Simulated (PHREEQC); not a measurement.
Synthetic water in mmol/kgw, 25 °C, pH 6.59, pe 9.6:

```csv
constituent,mmol/kgw
Na,6.01
K,0.132
Ca,5.72
Mg,4.58
Cl,15.9
S(6),3.78
Alkalinity (meq/kgw),3.38
Ni,0.0769
```

Na is adjusted to close the charge balance.
Valence states are taken as typed.

Model: ion-association model, wateq4f.dat, run in PHREEQC.

```
Item                    Result
--------------  --------------
ionic strength  0.0354 mol/kgw
```

```json
[
 {"species": "Cl-", "molality": "0.0159", "activity": "0.0133", "log γ": "-0.078"},
 {"species": "Na+", "molality": "0.00591", "activity": "0.00498", "log γ": "-0.074"},
 {"species": "Ca+2", "molality": "0.00498", "activity": "0.00257", "log γ": "-0.287"},
 {"species": "Mg+2", "molality": "0.00390", "activity": "0.00205", "log γ": "-0.279"},
 {"species": "HCO3-", "molality": "0.00310", "activity": "0.00262", "log γ": "-0.072"},
 {"species": "SO4-2", "molality": "0.00249", "activity": "0.00127", "log γ": "-0.295"}
]
```

No solid was allowed to form. The database's nickel carbonate constants are estimates that later reviews lower a good deal.
